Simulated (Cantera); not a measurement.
Input: 1 mol Si, 0.0036 mol O₂, 22 mol N₂, equilibrated at 0.130 Pa.

Cantera equilibrium calculation (NASA polynomials, part measured and part estimated; ideal gas, pure solids and liquids). Candidate condensed phases: Si, SiO₂, Si₂N₂O, Si₃N₄; 16 gas species. N₂ is the only nitrogen source here; it is nearly inert below about 1500 K, so the nitride shown seldom forms there in practice. Mutual solubility and eutectic melting of coexisting phases are not modelled. Rates play no part.

**Question.** Which condensed phases are stable at each of these points (T (K)): 1000, 1100, 1200, 1300, 1400, 1500, 1600, 1700, 1800, 1900, 2000, 2100?

**Answer.** 
```tsv
T (K)	condensed phases	Si condensed (%)
1000	Si₂N₂O(s) + Si₃N₄(s)	100.0
1100	Si₂N₂O(s) + Si₃N₄(s)	100.0
1200	Si₂N₂O(s) + Si₃N₄(s)	100.0
1300	Si₃N₄(s)	99.2
1400	Si(s)	97.9
1500	Si(s)	81.2
1600	gas only	0.0
1700	gas only	0.0
1800	gas only	0.0
1900	gas only	0.0
2000	gas only	0.0
2100	gas only	0.0
```

From 1000 K to 1200 K the condensed part is Si₂N₂O(s) + Si₃N₄(s). At 1300 K the condensed part is Si₃N₄(s). From 1400 K to 1500 K the condensed part is Si(s). From 1600 K to 2100 K nothing is condensed.
